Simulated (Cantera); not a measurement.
Diamond growth

A diamond (100) surface in a fixed gas of H2 with x(CH4) = 0.021, x(H) = 0.023, x(CH3) = 0.00015, at 1000 K; coverages are run to steady state.

Cantera simulation using the Harris–Goodwin 1993 mechanism for the reconstructed diamond (100) surface; the numbers are that mechanism's predictions, not measurements.

```tsv
P (Pa)	growth (µm/h)	θ c6HH	θ c6H*	θ c6*H	θ c6**	θ c6HM
1100	0.843	0.594	0.0183	0.373	0.00976	0.00342
1600	1.24	0.594	0.0183	0.373	0.00976	0.00346
2400	1.88	0.594	0.0183	0.373	0.00976	0.00349
3600	2.83	0.594	0.0184	0.373	0.00977	0.00351
5500	4.34	0.594	0.0185	0.373	0.00979	0.00353
8200	6.49	0.594	0.0186	0.373	0.00980	0.00354
12000	9.53	0.594	0.0188	0.373	0.00983	0.00355
19000	15.1	0.594	0.0191	0.372	0.00988	0.00356
```
θ: site fractions in the mechanism's names (c6HH fully hydrogenated, c6H* and c6*H radical sites, c6** diradical, c6HM methylated).
